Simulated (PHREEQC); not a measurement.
A solution holds 15 mmol/kgw HCl and 0.27 mmol/kgw FeCl3, at 25 °C. Closed to the air; pH follows from the charge balance.

Model: ion-association model, phreeqc.dat, run in PHREEQC.

| quantity | before | after |
|---|---|---|
| pH | 1.87 | 1.87 |
| Fe+3 (mol/kgw) | 0.000172 | 3.35e-5 |
| FeOH+2 (mol/kgw) | 5.06e-5 | 0.000177 |
| FeCl+2 (mol/kgw) | 4.43e-5 | 3.92e-5 |
| FeCl2+ (mol/kgw) | 1.89e-6 | 3.23e-7 |
| Fe(OH)2+ (mol/kgw) | 8.54e-7 | 1.90e-5 |
| SI of Goethite (FeOOH) | +2.42 | +3.44 |
| SI of Hematite (Fe2O3) | +6.84 | +9.12 |

**Question.** Name the change that produced these shifts.
(A) diluted 2-fold with water
(B) temperature from 25 to 85 °C
(C) FeCl3 from 0.00027 to 0.000297 mol/kgw
(D) HCl from 0.015 to 0.0165 mol/kgw

**Answer.** B, temperature from 25 to 85 °C

No solid was allowed to form. Some of these states are supersaturated (in Hematite (slow to form), Goethite (slow to form), for instance). Away from 25 °C the constants follow the database's enthalpies or fits; those with neither stay at their 25 °C values.
